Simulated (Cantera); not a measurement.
A perfectly stirred reactor is fed with CH4 : O2 : N2 = 1 : 1.54 : 5.78 (molar parts), equivalence ratio 1.3, at 500000 Pa; it is adiabatic with a 425 K inlet, and is followed from long to short residence time, starting on the burning branch (τ in s: 0.21, 0.091, 0.04, 0.017, 0.0077, 0.0034, 0.0015, 0.00065, 0.00028, 0.00012, 5.5e-05).

Computed with Cantera and GRI-Mech 3.0 (53 species, 325 reactions).

x: mole fraction; the columns are a selection and need not sum to one.

```json
[
 {"τ (s)": "0.21", "T (K)": "2148", "x CH4": "3.84e-5", "x O2": "2.46e-5", "x C2H": "1.60e-10", "x HO2": "8.68e-9", "x N2O": "6.90e-9", "x CH3": "7.43e-6", "x HCN": "2.05e-6"},
 {"τ (s)": "0.091", "T (K)": "2148", "x CH4": "7.31e-5", "x O2": "4.87e-5", "x C2H": "6.42e-10", "x HO2": "1.64e-8", "x N2O": "9.55e-9", "x CH3": "1.52e-5", "x HCN": "4.81e-6"},
 {"τ (s)": "0.040", "T (K)": "2147", "x CH4": "0.000134", "x O2": "9.70e-5", "x C2H": "2.38e-9", "x HO2": "3.27e-8", "x N2O": "1.42e-8", "x CH3": "3.01e-5", "x HCN": "1.06e-5"},
 {"τ (s)": "0.017", "T (K)": "2145", "x CH4": "0.000243", "x O2": "0.000201", "x C2H": "8.66e-9", "x HO2": "7.03e-8", "x N2O": "2.28e-8", "x CH3": "5.96e-5", "x HCN": "2.23e-5"},
 {"τ (s)": "0.0077", "T (K)": "2143", "x CH4": "0.000408", "x O2": "0.000392", "x C2H": "2.59e-8", "x HO2": "1.47e-7", "x N2O": "3.58e-8", "x CH3": "0.000109", "x HCN": "4.02e-5"},
 {"τ (s)": "0.0034", "T (K)": "2138", "x CH4": "[?]", "x O2": "[?]", "x C2H": "[?]", "x HO2": "[?]", "x N2O": "[?]", "x CH3": "[?]", "x HCN": "[?]"},
 {"τ (s)": "0.0015", "T (K)": "2130", "x CH4": "0.000996", "x O2": "0.00149", "x C2H": "1.55e-7", "x HO2": "7.18e-7", "x N2O": "7.64e-8", "x CH3": "0.000322", "x HCN": "9.10e-5"},
 {"τ (s)": "0.00065", "T (K)": "2113", "x CH4": "0.00149", "x O2": "0.00289", "x C2H": "3.03e-7", "x HO2": "1.70e-6", "x N2O": "9.10e-8", "x CH3": "0.000524", "x HCN": "0.000107"},
 {"τ (s)": "0.00028", "T (K)": "2078", "x CH4": "0.00244", "x O2": "0.00595", "x C2H": "5.11e-7", "x HO2": "4.45e-6", "x N2O": "8.26e-8", "x CH3": "0.000852", "x HCN": "9.36e-5"},
 {"τ (s)": "0.00012", "T (K)": "425", "x CH4": "0.120", "x O2": "0.185", "x C2H": "<1e-12", "x HO2": "<1e-12", "x N2O": "<1e-12", "x CH3": "<1e-12", "x HCN": "<1e-12"},
 {"τ (s)": "5.5e-5", "T (K)": "425", "x CH4": "0.120", "x O2": "0.185", "x C2H": "<1e-12", "x HO2": "<1e-12", "x N2O": "<1e-12", "x CH3": "<1e-12", "x HCN": "<1e-12"}
]
```

**Question.** Complete the blanks.

**Answer.** 
- 0.0034, x CH4: 0.000656
- 0.0034, x O2: 0.000771
- 0.0034, x C2H: 6.90e-8
- 0.0034, x HO2: 3.21e-7
- 0.0034, x N2O: 5.48e-8
- 0.0034, x CH3: 0.000192
- 0.0034, x HCN: 6.52e-5
